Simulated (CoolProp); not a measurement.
Methane along the isotherm 117.4 K: fugacity coefficient from the reference equation and from simpler models built on Tc = 190.6 K, pc = 4599 kPa, ω = 0.011; each cubic takes its own stable root.

Values from CoolProp's reference Helmholtz-energy equation of state, Setzmann 1991.

| p (kPa) | phase | reference |
|---|---|---|
| 230 | liquid | 0.6591 |
| 460 | liquid | 0.3325 |
| 690 | liquid | 0.2237 |
| 920 | liquid | 0.1693 |
| 1150 | liquid | 0.1367 |
| 1380 | liquid | 0.1150 |
| 1610 | liquid | 0.09944 |
| 1840 | liquid | 0.08781 |
| 2070 | liquid | 0.07876 |
| 2300 | liquid | 0.07154 |

**Question.** How far does each simpler model (van der Waals, Redlich-Kwong, Peng-Robinson) lie from the reference over these 10 states: mean and median of the absolute difference, and the worst?

**Answer.** 
- van der Waals: mean 166.6 %, median 179.7 %, worst +185.0 % at 117.4 K and 2300 kPa
- Redlich-Kwong: mean 21.0 %, median 21.0 %, worst -21.0 % at 117.4 K and 2300 kPa
- Peng-Robinson: mean 0.4 %, median 0.4 %, worst +0.8 % at 117.4 K and 230 kPa

At some of these states van der Waals gives the other phase, because its saturation line lies elsewhere.
